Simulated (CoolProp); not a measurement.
R113 along the isobar 30.2 bar: density (kg/m³) from the reference equation and from simpler models built on Tc = 487.2 K, pc = 33.92 bar, ω = 0.253; each cubic takes its own stable root.

The numbers come from the reference Helmholtz-energy equation of state, Marx 1992 in CoolProp.

| T (K) | phase | reference |
|---|---|---|
| 426.5 | liquid | 1215 |
| 432.1 | liquid | 1193 |
| 437.8 | liquid | 1169 |
| 443.5 | liquid | 1144 |
| 449.1 | liquid | 1117 |
| 454.8 | liquid | 1087 |
| 460.4 | liquid | 1054 |
| 466.1 | liquid | 1014 |
| 471.7 | liquid | 964.9 |
| 477.4 | liquid | 892.7 |
| 483 | gas | 271.9 |
| 488.7 | gas | 245.0 |
| 494.3 | gas | 227.9 |
| 500 | gas | 215.0 |

Q: How far does each simpler model (van der Waals, Redlich-Kwong, Soave-Redlich-Kwong, Peng-Robinson) lie from the reference over these 14 states: mean and median of the absolute difference, and the worst?

A: 
- van der Waals: mean 31.2 %, median 37.3 %, worst -70.8 % at 477.4 K and 30.2 bar
- Redlich-Kwong: mean 16.2 %, median 15.7 %, worst -66.6 % at 477.4 K and 30.2 bar
- Soave-Redlich-Kwong: mean 10.6 %, median 11.9 %, worst -20.8 % at 477.4 K and 30.2 bar
- Peng-Robinson: mean 3.8 %, median 3.4 %, worst -11.6 % at 477.4 K and 30.2 bar

At some of these states van der Waals gives the other phase, because its saturation line lies elsewhere.
